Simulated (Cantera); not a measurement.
Input: 1 mol Fe3O4, 2400 mol H2, held at 1725 °C and 1 atm.

Method: chemical equilibrium by Gibbs-energy minimisation in Cantera with the NASA 1993 tables (ideal gas, pure condensed phases). Candidate condensed phases: Fe, FeO, Fe(OH)2, Fe(OH)3, Fe2O3, Fe3O4, H2O; 12 gas species. Rates play no part.

**Question.** What is the equilibrium state?

**Answer.** 
- x(H2) = 0.996
- x(H2O) = 0.00166
- x(H) = 0.00159
- x(Fe) = 0.000352
- n(Fe(l)) = 2.15 mol
- gas amount = 2403 mol
